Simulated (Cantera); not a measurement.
Input (Python, Cantera):

```python
import numpy as np
import cantera as ct

gas = ct.Solution("gri30.yaml", transport_model="multicomponent")
show = ['CO2', 'H2', 'H2O']

rows = []
print(f"{'T/K':>7s}{'rho':>11s}{'cp':>10s}{'mu':>11s}{'lambda':>11s}{'Pr':>7s}" + "".join(f"{'D_' + s:>11s}" for s in show))
for T in [400, 550, 700, 850, 1000, 1150, 1300]:
    gas.TPX = T, 13332, {'NO': 0.3}
    Pr = gas.cp_mass * gas.viscosity / gas.thermal_conductivity
    D = [gas.mix_diff_coeffs_mole[gas.species_index(s)] for s in show]
    rows.append([gas.density, gas.cp_mass, gas.viscosity, gas.thermal_conductivity, Pr, *D])
    print(f"{T:7g}{gas.density:11.4e}{gas.cp_mass:10.1f}{gas.viscosity:11.4e}"
          f"{gas.thermal_conductivity:11.4e}{Pr:7.3f}" + "".join(f"{d:11.4e}" for d in D))
print("SI units: kg/m3, J/kg/K, Pa s, W/m/K, m2/s")
```

Result:

```
    T/K        rho        cp         mu     lambda     Pr      D_CO2       D_H2      D_H2O
    400 1.2028e-01     998.6 2.3120e-05 3.2481e-02  0.711 1.9834e-04 9.6210e-04 2.9710e-04
    550 8.7480e-02    1028.1 2.8863e-05 4.1877e-02  0.709 3.4813e-04 1.6415e-03 5.3862e-04
    700 6.8734e-02    1067.4 3.3953e-05 5.1198e-02  0.708 5.2820e-04 2.4538e-03 8.3367e-04
    850 5.6604e-02    1103.5 3.8609e-05 6.0213e-02  0.708 7.3572e-04 3.3882e-03 1.1764e-03
   1000 4.8114e-02    1132.7 4.2948e-05 6.8778e-02  0.707 9.6867e-04 4.4367e-03 1.5628e-03
   1150 4.1838e-02    1153.1 4.7043e-05 7.6724e-02  0.707 1.2255e-03 5.5932e-03 1.9897e-03
   1300 3.7011e-02    1170.7 5.0942e-05 8.4378e-02  0.707 1.5051e-03 6.8525e-03 2.4548e-03
SI units: kg/m3, J/kg/K, Pa s, W/m/K, m2/s
```

Model: GRI-Mech 3.0 (53 species, 325 reactions), integrated in Cantera. The composition is frozen, though it would react at the higher temperatures.
